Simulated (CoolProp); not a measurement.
Vapour-liquid equilibrium of C3F8 (R218) (1) + c-C4F8 (RC318) (2) at 44.35 °C; x and y are mole fractions of (1).

Values from CoolProp's multi-fluid Helmholtz-energy mixture model, Lemmon 2006 and Platzer 1990; pair parameters Bell 2016. This equation is an older, rougher fit; its heat capacities, sound speeds and derivatives of the liquid may be far off and weren't checked against measurements.

### Question
Give the bubble pressure and the first vapour's composition at x = 0.2, 0.425, 0.95. Is there an azeotrope?

### Answer
x = 0.2: 625.5 kPa, y = 0.287; x = 0.425: 777.0 kPa, y = 0.590; x = 0.95: 1349 kPa, y = 0.978. No azeotrope shows between x = 0.05 and 0.95.

Pair parameters are fitted to limited data, so mixtures are less certain than the pure fluids.
